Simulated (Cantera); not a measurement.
What does this Cantera script print?

```python
import numpy as np
import cantera as ct

gas = ct.Solution("gri30.yaml")
gas.TPX = 1550, 1000000, {'CH4': 1, 'CO': 0.44, 'O2': 3.17, 'N2': 11.9, 'H2O': 4.2}
reactor = ct.IdealGasReactor(gas, energy="on", clone=False)
net = ct.ReactorNet([reactor])
net.rtol, net.atol = 1e-08, 1e-16
show = ['CH4', 'CO', 'O2', 'O', 'NO2', 'N2O']
times = np.geomspace(4e-06, 0.6, 16)

steps = ct.SolutionArray(gas, extra=["t"])
rows = []
print(f"{'t/s':>10s}{'T/K':>9s}{'P/Pa':>11s}" + "".join(f"{s:>11s}" for s in show))
for t in times:
    while net.time < t:
        t_next = net.step()
        steps.append(gas.state, t=t_next)
    rows.append([np.interp(t, steps.t, y) for y in (steps.T, steps.P, *steps(*show).X.T)])
    print(f"{t:10.3e}{rows[-1][0]:9.1f}{rows[-1][1]:11.4g}" + "".join(f"{x:11.3e}" for x in rows[-1][2:]))
rate = np.gradient(steps.T, steps.t)
print("integrator steps:", len(steps.t))
if steps.T.max() > steps.T[0] + 200:
    print(f"time of steepest temperature rise: {steps.t[rate.argmax()]:.4e} s")
gas.TPX = 1550, 1000000, {'CH4': 1, 'CO': 0.44, 'O2': 3.17, 'N2': 11.9, 'H2O': 4.2}
gas.equilibrate("UV")
print(f"equilibrium (UV): T = {gas.T:.1f} K  " + "  ".join(f"{s} {gas[s].X[0]:.3e}" for s in show))
```

Result:

```
       t/s      T/K       P/Pa        CH4         CO         O2          O        NO2        N2O
 4.000e-06   1550.0      1e+06  4.827e-02  2.124e-02  1.531e-01  3.508e-08  9.023e-18  3.224e-11
 8.854e-06   1550.0      1e+06  4.825e-02  2.124e-02  1.530e-01  7.187e-08  1.072e-16  1.132e-10
 1.960e-05   1550.3      1e+06  4.813e-02  2.123e-02  1.530e-01  1.734e-07  1.627e-15  4.249e-10
 4.338e-05   1552.9  1.002e+06  4.757e-02  2.123e-02  1.527e-01  3.838e-07  3.929e-14  1.909e-09
 9.602e-05   1576.6  1.018e+06  4.374e-02  2.176e-02  1.500e-01  1.717e-06  2.110e-12  1.311e-08
 2.125e-04   2688.5  1.735e+06  8.364e-16  6.568e-03  4.649e-02  1.791e-03  1.833e-06  2.181e-06
 4.704e-04   2682.6   1.73e+06  8.296e-16  6.519e-03  4.489e-02  1.718e-03  6.643e-06  2.175e-06
 1.041e-03   2675.1  1.725e+06  8.208e-16  6.460e-03  4.287e-02  1.628e-03  1.249e-05  2.217e-06
 2.305e-03   2670.8  1.722e+06  8.159e-16  6.429e-03  4.175e-02  1.579e-03  1.565e-05  2.264e-06
 5.102e-03   2670.3  1.722e+06  8.153e-16  6.425e-03  4.161e-02  1.573e-03  1.603e-05  2.270e-06
 1.129e-02   2670.3  1.722e+06  8.153e-16  6.425e-03  4.161e-02  1.573e-03  1.603e-05  2.270e-06
 2.500e-02   2670.3  1.722e+06  8.153e-16  6.425e-03  4.161e-02  1.573e-03  1.603e-05  2.270e-06
 5.533e-02   2670.3  1.722e+06  8.153e-16  6.425e-03  4.161e-02  1.573e-03  1.603e-05  2.270e-06
 1.225e-01   2670.3  1.722e+06  8.153e-16  6.425e-03  4.161e-02  1.573e-03  1.603e-05  2.270e-06
 2.711e-01   2670.3  1.722e+06  8.153e-16  6.425e-03  4.161e-02  1.573e-03  1.603e-05  2.270e-06
 6.000e-01   2670.3  1.722e+06  8.153e-16  6.425e-03  4.161e-02  1.573e-03  1.603e-05  2.270e-06
integrator steps: 1904
time of steepest temperature rise: 1.3131e-04 s
equilibrium (UV): T = 2670.3 K  CH4 1.067e-15  CO 6.425e-03  O2 4.161e-02  O 1.573e-03  NO2 1.603e-05  N2O 2.270e-06
```

Cantera simulation using GRI-Mech 3.0 (53 species, 325 reactions); the numbers are that mechanism's predictions, not measurements.
